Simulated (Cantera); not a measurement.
Input (Python, Cantera):

```python
import numpy as np
import cantera as ct

surf = ct.Interface("diamond.yaml", "diamond_100")
gas, bulk = surf.adjacent["gas"], surf.adjacent["diamond"]
k = surf.kinetics_species_index(bulk.species_names[0])
cover = ["c6HH", "c6H*", "c6*H", "c6**", "c6HM", "c6B"]

rows, drift = [], 0.0
print(f"{'T':>10s}{'um/h':>11s}" + "".join(f"{s:>11s}" for s in cover))
for v in [900, 950, 1000, 1050, 1100, 1150, 1200, 1250, 1300, 1350, 1400]:
    T, P, xH, xCH3 = v, 11000, 0.0077, 0.00056
    gas.TPX = T, P, {"H": xH, "CH3": xCH3, "CH4": 0.0068, "H2": 1 - xH - xCH3 - 0.0068}
    surf.TP = bulk.TP = T, P
    surf.coverages = "c6H*:0.1, c6HH:0.9"
    surf.advance_coverages(100.0)
    before = surf.coverages
    surf.advance_coverages(100.0)
    drift = max(drift, np.max(np.abs(surf.coverages - before) / (surf.coverages + 1e-9)))
    rate = surf.net_production_rates[k] * bulk.mean_molecular_weight / bulk.density * 3.6e9
    rows.append([rate, *surf[cover].coverages])
    print(f"{v:10.4g}{rate:11.4e}" + "".join(f"{x:11.3e}" for x in rows[-1][1:]))
```

Result:

```
         T       um/h       c6HH       c6H*       c6*H       c6**       c6HM        c6B
       900 1.7890e+01  6.435e-01  9.861e-03  2.720e-01  4.020e-03  5.685e-02  4.854e-08
       950 2.3881e+01  6.056e-01  1.343e-02  3.151e-01  6.201e-03  4.581e-02  6.480e-08
      1000 3.0496e+01  5.672e-01  1.753e-02  3.554e-01  9.094e-03  3.704e-02  8.275e-08
      1050 3.7113e+01  5.300e-01  2.209e-02  3.922e-01  1.278e-02  2.972e-02  1.007e-07
      1100 4.2246e+01  4.950e-01  2.704e-02  4.255e-01  1.730e-02  2.307e-02  1.146e-07
      1150 4.3277e+01  4.629e-01  3.232e-02  4.555e-01  2.270e-02  1.650e-02  1.174e-07
      1200 3.8308e+01  4.335e-01  3.784e-02  4.820e-01  2.896e-02  1.023e-02  1.040e-07
      1250 2.9747e+01  4.062e-01  4.345e-02  5.042e-01  3.596e-02  5.371e-03  8.072e-08
      1300 2.2470e+01  3.805e-01  4.898e-02  5.214e-01  4.352e-02  2.482e-03  6.097e-08
      1350 1.8573e+01  3.568e-01  5.434e-02  5.341e-01  5.147e-02  1.076e-03  5.040e-08
      1400 1.7178e+01  3.354e-01  5.951e-02  5.431e-01  5.970e-02  4.559e-04  4.661e-08
```

Detailed kinetics in Cantera: the Harris–Goodwin 1993 mechanism for the reconstructed diamond (100) surface.
